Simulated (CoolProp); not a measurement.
Saturation properties of n-undecane (Tc = 638.8 K, pc = 1.990 MPa, ω = 0.539).

The numbers come from the reference Helmholtz-energy equation of state, Aleksandrov 2011 in CoolProp. It is a short technical equation, of lower accuracy than the large ones.

```
T (K)  p (MPa)  liquid density (kg/m³)  vapour density (kg/m³)  liquid cp (kJ/(kg K))  surface tension (mN/m)
-----  -------  ----------------------  ----------------------  ---------------------  ----------------------
474.4   0.1156                   594.3                   4.957                  2.906                       ?
481.3   0.1359                   587.9                   5.799                      ?                    8.76
488.2   0.1589                   581.3                   6.753                  2.966                    8.26
495.1   0.1848                   574.6                   7.833                  2.996                    7.76
501.9   0.2134                   567.8                   9.033                  3.027                    7.28
508.8   0.2459                   560.8                   10.40                  3.058                    6.80
515.7   0.2820                       ?                       ?                  3.090                    6.33
522.6   0.3221                   546.1                   13.68                  3.123                    5.86
```

Problem. Complete the blanks.

Solution. 
- 474.4, surface tension (mN/m): 9.27
- 481.3, liquid cp (kJ/(kg K)): 2.936
- 515.7, liquid density (kg/m³): 553.6
- 515.7, vapour density (kg/m³): 11.95

It boils at 468.9 K under 1 atm.

Surface tension comes from a separate correlation (Mulero 2014).
